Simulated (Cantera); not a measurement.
A closed system holds: 1 mol Si, 0.015 mol CO2, 27 mol CO, equilibrated at 1.00 Torr.

Cantera equilibrium calculation (NASA polynomials, part measured and part estimated; ideal gas, pure solids and liquids). Candidate condensed phases: C, Si, SiC, SiO2; 20 gas species. Mutual solubility and eutectic melting of coexisting phases are not modelled. The tables hold silica as quartz up to 1696 K and as liquid above; real silica turns to tridymite and cristobalite and melts near 1996 K. Rates play no part.

### Question
Which condensed phases are stable at each of these points (T (°C)): 350, 550, 750, 950, 1150, 1350, 1550, 1750?

### Answer
```
T (°C)              condensed phases  Si condensed (%)
------  ----------------------------  ----------------
350     C(graphite) + SiO2(α-quartz)             100.0
550     C(graphite) + SiO2(α-quartz)             100.0
750     C(graphite) + SiO2(β-quartz)             100.0
950     C(graphite) + SiO2(β-quartz)             100.0
1150         SiC(s) + SiO2(β-quartz)              71.2
1350                          SiC(s)              49.2
1550                          SiC(s)              49.0
1750                          SiC(s)              43.9
```

From 350 °C to 550 °C the condensed part is C(graphite) + SiO2(α-quartz). From 750 °C to 950 °C the condensed part is C(graphite) + SiO2(β-quartz). At 1150 °C the condensed part is SiC(s) + SiO2(β-quartz). From 1350 °C to 1750 °C the condensed part is SiC(s).
